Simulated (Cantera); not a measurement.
Feed: 1 mol Cu₂O, 2 mol CO, 6.1 mol H₂, held at 0.100 bar.

Equilibrium computed with Cantera from the NASA thermochemical tables; the gas is ideal and each condensed phase is pure. Candidate condensed phases: C, C₆H₆, C₇H₈, C₈H₁₈, Cu, CuO, Cu(OH)₂, Cu₂O, H₂O; 113 gas species. Kinetics and transport are ignored.

Q: Which condensed phases are stable at each of these points (T (K)): 1325, 1400, 1475, 1550, 1625, 1700, 1775, 1850, 1925, 2000?

A: 
```tsv
T (K)	condensed phases	Cu condensed (%)
1325	Cu(s)	100.0
1400	Cu(l)	100.0
1475	Cu(l)	100.0
1550	Cu(l)	99.9
1625	Cu(l)	99.8
1700	Cu(l)	99.4
1775	Cu(l)	98.4
1850	Cu(l)	96.1
1925	Cu(l)	91.3
2000	Cu(l)	81.6
```

At 1325 K the condensed part is Cu(s). From 1400 K to 2000 K the condensed part is Cu(l).
